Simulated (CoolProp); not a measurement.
The fluid at 406.6 K and 10.8 MPa flows at 0.09 m/s in a round tube of 1 mm bore and 15 µm roughness, fully developed (64/Re and Nu = 3.66 if laminar; Colebrook and Gnielinski if turbulent). The same conditions are run with several fluids, on thermodynamics alone (safety and materials aside).

Values from CoolProp's reference Helmholtz-energy equation of state of each fluid (c-C4F8 (RC318): Platzer 1990; CF4 (R14): Platzer 1990; R407C: Lemmon 2003; sulfur hexafluoride: Guder 2009; carbon dioxide: Span 1996). The equations of Platzer and Polt are older, rougher fits. Blends and air are pseudo-pure fits.

Task: Rank c-C4F8 (RC318), CF4 (R14), R407C, sulfur hexafluoride, carbon dioxide by Reynolds number, highest first.

Result: sulfur hexafluoride (1470), R407C (1110), CF4 (R14) (951), c-C4F8 (RC318) (768), carbon dioxide (670)

```tsv
fluid	Darcy friction factor	pressure drop (Pa/m)	heat-transfer coefficient (W/(m² K))	mass flow (kg/h)
c-C4F8 (RC318)	0.0834	387	179	0.292
CF4 (R14)	0.0673	80.9	106	0.0755
R407C	0.0574	141	180	0.154
sulfur hexafluoride	0.0436	124	144	0.178
carbon dioxide	0.0956	66.4	120	0.0437
```

Transport values come from each fluid's own correlations; those of c-C4F8 (RC318), CF4 (R14) are estimates that may be off by 10 % or more.
